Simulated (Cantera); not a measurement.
Feed: 1 mol Si, 0.12 mol NH3, 50 mol CO, 6.8 mol H2O, at 527 °C and 1 atm.

Cantera equilibrium calculation (NASA polynomials, part measured and part estimated; ideal gas, pure solids and liquids). Candidate condensed phases: C, C6H6, C7H8, C8H18, H2O, Si, SiC, SiO2, Si2N2O, Si3N4; 151 gas species. Equilibrium is a limit: real reactors are often held back by kinetics, nucleation or transport.

Base state: CO2 0.711, H2O 0.131, CO 0.0843, H2 0.0656, CH4 0.00587, N2 0.00179 (mole fractions); condensed: C(graphite) + SiO2(α-quartz).

What changes in the equilibrium state with this change: NH3 from 0.12 to 0.16 mol?


```json
[
 {"species": "CO2", "before": "0.711", "after": "0.709"},
 {"species": "H2O", "before": "0.131", "after": "0.132"},
 {"species": "CO", "before": "0.0843", "after": "0.0842"},
 {"species": "N2", "before": "0.00179", "after": "0.00239"},
 {"species": "H2", "before": "0.0656", "after": "0.0661"},
 {"species": "CH4", "before": "0.00587", "after": "0.00595"},
 {"species": "C(graphite), mol", "before": "23.2", "after": "23.2"},
 {"species": "SiO2(α-quartz), mol", "before": "1.00", "after": "1.00"}
]
```

What changes in the equilibrium state with this change: pressure from 1 atm to 10.0 mbar?


| species | before | after |
|---|---|---|
| CO | 0.0843 | 0.551 |
| CO2 | 0.711 | 0.300 |
| H2 | 0.0656 | 0.131 |
| H2O | 0.131 | 0.0169 |
| CH4 | 0.00587 | 0.000232 |
| N2 | 0.00179 | 0.00128 |
| C(graphite), mol | 23.2 | 10.1 |
| SiO2(α-quartz), mol | 1.00 | 1.00 |
